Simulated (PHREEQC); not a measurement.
**Alkaline etch or developer: an equilibrium model**

Dissolve 0.0047 mol KOH, 0.0055 mol Na2SiO3 and 0.00028 mol K3PO4 per kg of water at 71 °C. Closed to the air; pH follows from the charge balance.

Equilibrium calculation in PHREEQC: ion-association model, phreeqc.dat.

Each row changes one thing in this solution. This is a speciation only: nothing precipitates in the calculation.

```json
[
 {"case": "as made", "pH": "10.72", "ionic strength (mol/kgw)": "0.0171", "H3SiO4- (mol/kgw)": "0.00507", "HPO4-2 (mol/kgw)": "0.000248", "H4SiO4 (mol/kgw)": "0.000167", "NaHPO4- (mol/kgw)": "3.05e-6", "SI of Quartz (SiO2)": "-0.38"},
 {"case": "Na2SiO3 replaced by Na2SiF6 at the same molality", "pH": "…", "ionic strength (mol/kgw)": "0.0200", "H3SiO4- (mol/kgw)": "1.25e-8", "HPO4-2 (mol/kgw)": "3.43e-7", "H4SiO4 (mol/kgw)": "0.00208", "NaHPO4- (mol/kgw)": "4.05e-9", "SI of Quartz (SiO2)": "…"},
 {"case": "temperature from 71 to 65 °C", "pH": "10.85", "ionic strength (mol/kgw)": "0.0172", "H3SiO4- (mol/kgw)": "0.00507", "HPO4-2 (mol/kgw)": "0.000243", "H4SiO4 (mol/kgw)": "0.000141", "NaHPO4- (mol/kgw)": "3.01e-6", "SI of Quartz (SiO2)": "-0.39"},
 {"case": "KOH from 0.0047 to 0.00047 mol/kgw", "pH": "10.52", "ionic strength (mol/kgw)": "0.0128", "H3SiO4- (mol/kgw)": "0.00507", "HPO4-2 (mol/kgw)": "0.000260", "H4SiO4 (mol/kgw)": "0.000273", "NaHPO4- (mol/kgw)": "3.41e-6", "SI of Quartz (SiO2)": "-0.17"},
 {"case": "KOH from 0.0047 to 0.00705 mol/kgw", "pH": "10.80", "ionic strength (mol/kgw)": "0.0196", "H3SiO4- (mol/kgw)": "0.00504", "HPO4-2 (mol/kgw)": "0.000241", "H4SiO4 (mol/kgw)": "0.000137", "NaHPO4- (mol/kgw)": "2.88e-6", "SI of Quartz (SiO2)": "…"},
 {"case": "temperature from 71 to 55 °C", "pH": "11.08", "ionic strength (mol/kgw)": "0.0172", "H3SiO4- (mol/kgw)": "0.00508", "HPO4-2 (mol/kgw)": "0.000231", "H4SiO4 (mol/kgw)": "0.000103", "NaHPO4- (mol/kgw)": "2.89e-6", "SI of Quartz (SiO2)": "-0.40"},
 {"case": "diluted 10-fold with water", "pH": "9.82", "ionic strength (mol/kgw)": "0.00168", "H3SiO4- (mol/kgw)": "0.000424", "HPO4-2 (mol/kgw)": "2.77e-5", "H4SiO4 (mol/kgw)": "0.000124", "NaHPO4- (mol/kgw)": "4.86e-8", "SI of Quartz (SiO2)": "-0.51"}
]
```

Question: What belongs in the gaps?

Answer: 
- Na2SiO3 replaced by Na2SiF6 at the same molality, pH: 4.01
- Na2SiO3 replaced by Na2SiF6 at the same molality, SI of Quartz (SiO2): +0.71
- KOH from 0.0047 to 0.00705 mol/kgw, SI of Quartz (SiO2): -0.47

Species that the database lacks are ignored. Some of these states are supersaturated (in Quartz (slow to form), Chalcedony (slow to form), for instance). Constants without temperature data keep their 25 °C values here. SiF6-2 is the database's only silicon fluoride.
